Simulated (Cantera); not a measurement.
Feed: 1 mol toluene, 0.52 mol H2O, 22 mol N2, 1.8 mol H2, equilibrated at 2398 K and 24.0 mbar.

These are equilibrium values from Cantera (NASA tables, ideal gas, pure condensed phases), not measurements of a reactor. Candidate condensed phases: C, C6H6, C7H8, C8H18, H2O; 136 gas species. Equilibrium is a limit: real reactors are often held back by kinetics, nucleation or transport.

Q: What is the equilibrium state?

A: 
```
Property                Result
-------------------  ---------
x(N2)                    0.735
x(H2)                    0.181
x(H)                    0.0432
x(HCN)                  0.0198
x(CO)                   0.0176
x(HNC)                 0.00205
x(C2H2 (acetylene))    0.00125
x(CN)                 0.000236
x(C2N2)                3.02e-5
n(C(graphite))        5.75 mol
gas amount           29.48 mol
```
